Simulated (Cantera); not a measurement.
An adiabatic, constant-pressure homogeneous reactor starts with 6.78 % CH₄, 16.7 % O₂, 62.9 % N₂, 13.6 % H₂O, equivalence ratio 0.81, at 1675 K and 0.420 bar.

Model: GRI-Mech 3.0 (53 species, 325 reactions), integrated in Cantera.

Problem. Predict: time of steepest temperature rise; temperature at 0.300 s; equilibrium temperature; x(O₂) at 0.300 s; x(H₂O) at 0.300 s; x(NO) at 0.300 s; x(N₂O) at 0.300 s.

Solution. 
| Item | Result |
|---|---|
| time of steepest temperature rise | 0.576 ms |
| temperature at 0.300 s | 2558 K |
| equilibrium temperature | 2558 K |
| x(O₂) at 0.300 s | 0.0366 (gas-phase equilibrium 0.0366) |
| x(H₂O) at 0.300 s | 0.234 (gas-phase equilibrium 0.234) |
| x(NO) at 0.300 s | 0.00933 (gas-phase equilibrium 0.00933) |
| x(N₂O) at 0.300 s | 2.95e-7 (gas-phase equilibrium 2.95e-7) |
